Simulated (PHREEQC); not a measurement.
**Alkaline etch or developer**

Consider water at 20 °C with 0.22 mol CsOH, 0.0099 mol Na2SiO3 and 8.9e-05 mol K3PO4 per kg of water. Closed to the air; pH follows from the charge balance.

Computed with PHREEQC (ion-association model, wateq4f.dat).

Each row changes one thing in this solution. No solid was allowed to form.

```json
[
 {"case": "as made", "pH": "13.36", "ionic strength (mol/kgw)": "0.247", "H2SiO4-2 (mol/kgw)": "0.00721", "H3SiO4- (mol/kgw)": "0.00269", "H4SiO4 (mol/kgw)": "6.34e-7", "SI of Quartz (SiO2)": "-2.11"},
 {"case": "K3PO4 from 8.9e-05 to 0.000445 mol/kgw", "pH": "13.36", "ionic strength (mol/kgw)": "0.250", "H2SiO4-2 (mol/kgw)": "0.00722", "H3SiO4- (mol/kgw)": "0.00268", "H4SiO4 (mol/kgw)": "6.33e-7", "SI of Quartz (SiO2)": "-2.11"},
 {"case": "0.035 mol/kgw HNO3 added", "pH": "13.29", "ionic strength (mol/kgw)": "0.247", "H2SiO4-2 (mol/kgw)": "0.00687", "H3SiO4- (mol/kgw)": "0.00303", "H4SiO4 (mol/kgw)": "8.47e-7", "SI of Quartz (SiO2)": "-1.98"},
 {"case": "0.053 mol/kgw TMAH added", "pH": "13.44", "ionic strength (mol/kgw)": "0.301", "H2SiO4-2 (mol/kgw)": "0.00765", "H3SiO4- (mol/kgw)": "0.00225", "H4SiO4 (mol/kgw)": "4.25e-7", "SI of Quartz (SiO2)": "-2.28"},
 {"case": "K3PO4 left out", "pH": "13.36", "ionic strength (mol/kgw)": "0.247", "H2SiO4-2 (mol/kgw)": "0.00721", "H3SiO4- (mol/kgw)": "0.00269", "H4SiO4 (mol/kgw)": "6.34e-7", "SI of Quartz (SiO2)": "-2.11"},
 {"case": "CsOH left out", "pH": "12.07", "ionic strength (mol/kgw)": "0.0210", "H2SiO4-2 (mol/kgw)": "0.000772", "H3SiO4- (mol/kgw)": "0.00907", "H4SiO4 (mol/kgw)": "5.40e-5", "SI of Quartz (SiO2)": "-0.21"},
 {"case": "diluted 10-fold with water", "pH": "12.46", "ionic strength (mol/kgw)": "0.0242", "H2SiO4-2 (mol/kgw)": "0.000173", "H3SiO4- (mol/kgw)": "0.000815", "H4SiO4 (mol/kgw)": "1.96e-6", "SI of Quartz (SiO2)": "-1.65"}
]
```

H3PO4, which wateq4f.dat lacks, is added to it with the constant of phreeqc.dat.
